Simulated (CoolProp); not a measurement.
A simple Rankine cycle with R141b: condensing at 299.15 K, boiler at 1.19 MPa, turbine inlet 415.2 K, turbine efficiency 0.75, pump efficiency 0.8, no recuperator. Each further row changes one setting.

Values from CoolProp's reference Helmholtz-energy equation of state, Lemmon 2006. It is a short technical equation, of lower accuracy than the large ones.

```json
[
 {"case": "as stated", "thermal efficiency (%)": "15.3", "net work (kJ/kg)": "47.0", "heat in (kJ/kg)": "307", "turbine exit temperature (K)": "341.1", "volume ratio over the turbine": "14.2"},
 {"case": "turbine inlet 435.2 K", "thermal efficiency (%)": "15.4", "net work (kJ/kg)": "50.5", "heat in (kJ/kg)": "328", "turbine exit temperature (K)": "361.9", "volume ratio over the turbine": "13.9"},
 {"case": "condensing temperature 291.15 K", "thermal efficiency (%)": "16.5", "net work (kJ/kg)": "52.1", "heat in (kJ/kg)": "316", "turbine exit temperature (K)": "334.4", "volume ratio over the turbine": "19.0"},
 {"case": "boiler pressure 0.833 MPa", "thermal efficiency (%)": "13.7", "net work (kJ/kg)": "43.0", "heat in (kJ/kg)": "313", "turbine exit temperature (K)": "353.7", "volume ratio over the turbine": "9.66"},
 {"case": "turbine efficiency 0.65", "thermal efficiency (%)": "13.2", "net work (kJ/kg)": "40.6", "heat in (kJ/kg)": "307", "turbine exit temperature (K)": "348.7", "volume ratio over the turbine": "14.6"}
]
```
